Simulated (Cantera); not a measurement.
An isothermal, constant-pressure homogeneous reactor starts with 0.211 % CO, 3.84 % O2, 0.0221 % H2O, 95.9 % N2, equivalence ratio 0.028, at 1000 K and 3750 Torr.

Cantera simulation using GRI-Mech 3.0 (53 species, 325 reactions); the numbers are that mechanism's predictions, not measurements.

One state of this run: x CO = 1.98e-5; x O2 = 0.0374; x H2O = 0.000221; x N2O = 4.18e-7; x H2 = 6.69e-10. x: mole fraction; the columns are a selection and need not sum to one.

**Question.** Which value of t (s) does it belong to?
(A) 0.00431
(B) 200
(C) 43.1
(D) 2.00

**Answer.** B, 200
